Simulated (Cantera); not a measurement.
## Thermodynamics of silicon carbide growth, feed SiH4 + C2H4 + H2

A closed system holds: 1 mol SiH4, 0.011 mol C2H4, 280 mol H2, at 1330 Pa.

Method: chemical equilibrium by Gibbs-energy minimisation in Cantera with the NASA 1993 tables (ideal gas, pure condensed phases). Candidate condensed phases: C, C6H6, C7H8, C8H18, Si, SiC; 87 gas species. Mutual solubility and eutectic melting of coexisting phases are not modelled. Gases not in the tables: Si2H6 and higher silanes. Kinetics and transport are ignored.

| T (K) | x H2 | x H | x Si | x SiH | n Si(s) | n SiC(s) | n Si(l) |
|---|---|---|---|---|---|---|---|
| 1498 | 1.000 | 0.000149 | 7.53e-7 | 2.81e-7 | 0.977 | 0.0219 | 0 |
| 1598 | 1.000 | 0.000461 | 7.01e-6 | 1.78e-6 | 0.974 | 0.0219 | 0 |
| 1698 | 0.999 | 0.00125 | 4.93e-5 | 8.85e-6 | 0 | 0.0218 | 0.957 |
| 1798 | 0.997 | 0.00304 | 0.000231 | 3.06e-5 | 0 | 0.0212 | 0.894 |
| 1898 | 0.992 | 0.00674 | 0.000921 | 9.25e-5 | 0 | 0.0171 | 0.665 |
| 1998 | 0.983 | 0.0138 | 0.00296 | 0.000231 | 0 | 0 | 0 |
| 2098 | 0.970 | 0.0263 | 0.00311 | 0.000193 | 0 | 0 | 0 |
| 2198 | 0.950 | 0.0470 | 0.00320 | 0.000160 | 0 | 0 | 0 |
| 2298 | 0.917 | 0.0794 | 0.00322 | 0.000131 | 0 | 0 | 0 |
| 2398 | 0.869 | 0.127 | 0.00318 | 0.000106 | 0 | 0 | 0 |
x: gas mole fraction; n: condensed amount in mol.

From 1498 K to 1598 K the condensed part is Si(s) + SiC(s). From 1698 K to 1898 K the condensed part is Si(l) + SiC(s). From 1998 K to 2398 K nothing is condensed. The main Si-bearing gas is SiH2 at 1498 K and Si at 2398 K.
